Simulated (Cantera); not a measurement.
## Stirred combustor or abatement burner

A perfectly stirred reactor is fed with CH4 : CO : O2 : N2 = 1 : 0.2 : 2.36 : 8.87 (molar parts), at 5.00 bar; it is adiabatic with a 750 K inlet, and is followed from long to short residence time, starting on the burning branch (τ in s: 0.16, 0.072, 0.033, 0.015, 0.0071, 0.0033, 0.0015, 0.00071, 0.00033, 0.00015, 7e-05).

Computed with Cantera and GRI-Mech 3.0 (53 species, 325 reactions).

```tsv
τ (s)	T (K)	x CH4	x CO	x O2	x HCO	x CH3
0.16	2425	2.48e-7	0.00686	0.0210	4.43e-9	1.37e-7
0.072	2425	5.47e-7	0.00689	0.0212	7.47e-9	3.01e-7
0.033	2425	1.17e-6	0.00698	0.0216	1.40e-8	6.46e-7
0.015	2425	2.51e-6	0.00715	0.0222	2.86e-8	1.38e-6
0.0071	2423	5.10e-6	0.00750	0.0228	5.85e-8	2.80e-6
0.0033	2417	1.03e-5	0.00820	0.0237	1.24e-7	5.61e-6
0.0015	2404	2.06e-5	0.00954	0.0247	2.71e-7	1.10e-5
0.00071	2380	3.81e-5	0.0117	0.0260	5.69e-7	1.96e-5
0.00033	2343	6.91e-5	0.0148	0.0280	1.22e-6	3.38e-5
0.00015	2290	0.000127	0.0192	0.0306	2.64e-6	5.75e-5
7.0e-5	2225	0.000235	0.0243	0.0339	5.55e-6	9.71e-5
```
x: mole fraction; the columns are a selection and need not sum to one.
